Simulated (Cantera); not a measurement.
Charge: 1 mol CF4, 0.32 mol Si, at 0.133 bar.

Cantera equilibrium calculation (NASA polynomials, part measured and part estimated; ideal gas, pure solids and liquids). Candidate condensed phases: C, Si, SiC; 23 gas species. Gases not in the tables: C2F6 and larger saturated fluorocarbons. Equilibrium is a limit: real reactors are often held back by kinetics, nucleation or transport. All values below are at 1398 K.

Base state: CF4 0.680, SiF4 0.320, CF2 1.88e-5, CF3 1.03e-5 (mole fractions); condensed: C(graphite).

What changes in the equilibrium state with this change: CF4 replaced by CCl4?


```
species            before    after
----------------  -------  -------
Cl2                     0    0.749
SiCl4                   0    0.184
Cl                      0   0.0664
CF4                 0.680        0
SiF4                0.320        0
CCl4                    0  2.52e-5
CF2               1.88e-5        0
CF3               1.03e-5        0
C(graphite), mol    0.320    1.000
```
